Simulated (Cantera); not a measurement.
Charge: 1 mol SiC, 0.062 mol H2O, 61 mol N2, held at 1.00e-6 bar.

Cantera equilibrium calculation (NASA polynomials, part measured and part estimated; ideal gas, pure solids and liquids). Candidate condensed phases: C, C6H6, C7H8, C8H18, H2O, Si, SiC, SiO2, Si2N2O, Si3N4; 151 gas species. N2 is the only nitrogen source here; it is nearly inert below about 1500 K, so the nitride shown seldom forms there in practice. Mutual solubility and eutectic melting of coexisting phases are not modelled. Rates play no part.

Task: Which condensed phases are stable at each of these points (T (°C)): 875, 925, 975, 1025, 1075, 1125, 1175, 1225, 1275, 1325, 1375, 1425, 1475?

Result: 
```
T (°C)      condensed phases  Si condensed (%)
------  --------------------  ----------------
875       SiC(s) + Si2N2O(s)             100.0
925       SiC(s) + Si2N2O(s)              99.5
975                   SiC(s)              96.9
1025                  SiC(s)              96.9
1075                  SiC(s)              96.8
1125                  SiC(s)              96.6
1175                  SiC(s)              95.9
1225                  SiC(s)              94.7
1275                  SiC(s)              93.9
1325                  SiC(s)              93.5
1375    C(graphite) + SiC(s)              80.2
1425    C(graphite) + SiC(s)              39.2
1475             C(graphite)               0.0
```

From 875 °C to 925 °C the condensed part is SiC(s) + Si2N2O(s). From 975 °C to 1325 °C the condensed part is SiC(s). From 1375 °C to 1425 °C the condensed part is C(graphite) + SiC(s). At 1475 °C the condensed part is C(graphite).
